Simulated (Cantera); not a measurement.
Input: 1 mol Si, 0.026 mol H₂O, a varied amount of H₂, held at 0.0100 bar.

Method: chemical equilibrium by Gibbs-energy minimisation in Cantera with the NASA 1993 tables (ideal gas, pure condensed phases). Candidate condensed phases: H₂O, Si, SiO₂; 18 gas species. Rates play no part.

Stable condensed phases, one row left out:

```
T in K \ n(H₂) in mol
         110 180 260 330 410 480 560 630 710
   2173    A   A   A   A   A   A   A   A   A
   2148    A   A   A   A   A   A   A   A   A
   2123    A   A   A   A   A   A   A   A   A
   2098    A   A   A   A   A   A   A   A   A
   2073    A   A   A   A   A   A   A   A   A
   2048    B   A   A   A   A   A   A   A   A
   2023    B   A   A   A   A   A   A   A   A
   1998    B   B   A   A   A   A   A   A   A
   1973    B   B   B   A   A   A   A   A   A
   1923    B   B   B   B   B   B   A   A   A
```

A: gas only; B: Si.

### Question
Give the row for 1948 K.

### Answer
110: Si; 180: Si; 260: Si; 330: Si; 410: gas only; 480: gas only; 560: gas only; 630: gas only; 710: gas only.
